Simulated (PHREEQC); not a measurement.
0.2 mol of Ag3PO4 (Ag3PO4) is brought to equilibrium with 1 kg of water holding 0.017 mol NaOH, with rising amounts of NaH2PO4, at 25 °C. Oxygen is held at 0.21 atm. No CO2 enters from the air. Only these solids could form: Ag3PO4, Ag2O.

All values are PHREEQC results (ion-association model, wateq4f.dat), not measurements.

Problem. Predict pH at NaH2PO4 added (mol) = 0.075, 0.1.

Solution. 
| NaH2PO4 added (mol) | pH |
|---|---|
| 0.075 | 6.34 |
| 0.1 | 6.16 |

H3PO4, which wateq4f.dat lacks, is added to it with the constant of phreeqc.dat. The database has no phosphate complexes of Ag.
